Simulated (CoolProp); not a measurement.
Values from CoolProp's reference Helmholtz-energy equation of state, Lemmon 2006. It is a short technical equation, of lower accuracy than the large ones.

Question: For carbon monoxide, give the phase and the speed of sound (m/s) at 330 K and 1.4 MPa; 348 K and 1.4 MPa.

Answer: 
- 330 K and 1.4 MPa: gas; speed of sound 373
- 348 K and 1.4 MPa: gas; speed of sound 383
